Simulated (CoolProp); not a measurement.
Saturation properties of p-xylene (Tc = 616.2 K, pc = 3532 kPa, ω = 0.324).

The numbers come from the reference Helmholtz-energy equation of state, Zhou 2012 in CoolProp.

```csv
T (K),p (kPa),liquid density (kg/m³),enthalpy of vaporisation (kJ/kg),surface tension (mN/m),liquid viscosity (µPa s)
448,245.6,715.2,312.4,12.9,171
460.7,?,701.1,303.3,11.7,156
473.4,415.1,686.5,293.6,?,143
486,526.5,671.4,283.5,9.43,131
498.7,660.5,655.4,272.6,8.33,120
511.4,818.8,?,260.8,7.25,110
524,1003,620.5,248.1,6.21,101
536.7,1218,601.1,234.0,5.19,?
549.4,1468,579.9,218.3,4.21,86.2
562,1753,?,200.4,3.27,?
574.7,?,529.4,179.3,2.36,74.1
587.4,2460,496.7,153.4,1.52,68.1
600,2889,453.7,119.2,0.756,?
```

Task: Complete the blanks.

Result: 
- 460.7, p (kPa): 321.9
- 473.4, surface tension (mN/m): 10.6
- 511.4, liquid density (kg/m³): 638.4
- 536.7, liquid viscosity (µPa s): 93.2
- 562, liquid density (kg/m³): 556.4
- 562, liquid viscosity (µPa s): 79.9
- 574.7, p (kPa): 2082
- 600, liquid viscosity (µPa s): 60.8

It boils at 411.5 K under 1 atm.

Viscosity comes from a separate model (Balogun 2015). Surface tension comes from a separate correlation (Mulero 2014).
